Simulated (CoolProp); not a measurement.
Vapour pressure (MPa) of n-perfluoropentane: the reference equation beside estimates from Tc = 147.9 °C, pc = 2.063 MPa, ω = 0.436. Clausius-Clapeyron is anchored at -6.25 °C with a constant enthalpy of vaporisation of 28.92 kJ/mol.

Computed with CoolProp (reference Helmholtz-energy equation of state, Gao 2022).

```
T (°C)  reference  Lee-Kesler  Clausius-Clapeyron  Redlich-Kwong
------  ---------  ----------  ------------------  -------------
-6.25     0.02217     0.02200             0.02217        0.07362
1.25      0.03182     0.03165             0.03166        0.09580
8.65      0.04439     0.04426             0.04417         0.1222
16.05     0.06066     0.06060             0.06058         0.1536
23.55     0.08166     0.08172             0.08210         0.1909
30.95      0.1076      0.1078              0.1092         0.2338
38.35      0.1395      0.1400              0.1433         0.2832
45.75      0.1784      0.1791              0.1857         0.3395
53.25      0.2258      0.2268              0.2386         0.4042
60.65      0.2814      0.2828              0.3021         0.4759
68.05      0.3469      0.3487              0.3788         0.5560
75.55      0.4244      0.4266              0.4716         0.6462
82.95      0.5132      0.5158              0.5803         0.7444
```

Absolute difference from the reference over all 13 rows, mean and median: Lee-Kesler 0.4 and 0.4 %, Clausius-Clapeyron 4.3 and 2.7 %, Redlich-Kwong 116.3 and 103.0 %.
